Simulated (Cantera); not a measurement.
Input: 1 mol Fe, a varied amount of HCl, 0.015 mol O₂, at 1252 °C and 23000 Pa.

These are equilibrium values from Cantera (NASA tables, ideal gas, pure condensed phases), not measurements of a reactor. Candidate condensed phases: Fe, FeCl₂, FeCl₃, FeO, Fe(OH)₂, Fe(OH)₃, Fe₂O₃, Fe₃O₄, H₂O; 22 gas species. Mutual solubility and eutectic melting of coexisting phases are not modelled. The tables' stoichiometric FeO is somewhat more stable than real wüstite, so its field is too wide. FeO: taken at fixed stoichiometry. The numbers say what is thermodynamically allowed, not how fast it happens.

Q: At 0.19 mol HCl, list the 5 most abundant gas species with their mole fractions, and the condensed phases.

A: FeCl₂ 0.338, HCl 0.320, H₂ 0.238, H₂O 0.102, Fe₂Cl₄ 0.000864. Condensed: Fe(γ) + FeO(s).
